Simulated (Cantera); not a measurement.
Charge: 1 mol PbO, 0.32 mol N₂, equilibrated at 1125 °C and 7.50 Torr.

Equilibrium computed with Cantera from the NASA thermochemical tables; the gas is ideal and each condensed phase is pure. Candidate condensed phases: Pb, PbO, PbO₂, Pb₃O₄; 12 gas species. Gases not in the tables: (PbO)n polymers. Kinetics and transport are ignored.

Base state: N₂ 0.726, PbO 0.218, Pb 0.0376, O₂ 0.0187, NO 0.000205 (mole fractions); condensed: PbO(l).

Problem. What changes in the equilibrium state with this change: temperature from 1125 °C to 452 °C?

Solution. 
```tsv
species	before	after
N₂	0.726	1.00
PbO	0.218	<1e-9
Pb	0.0376	<1e-9
O₂	0.0187	<1e-9
NO	0.000205	<1e-9
PbO(l), mol	0.887	0
PbO(red), mol	0	1.00
```
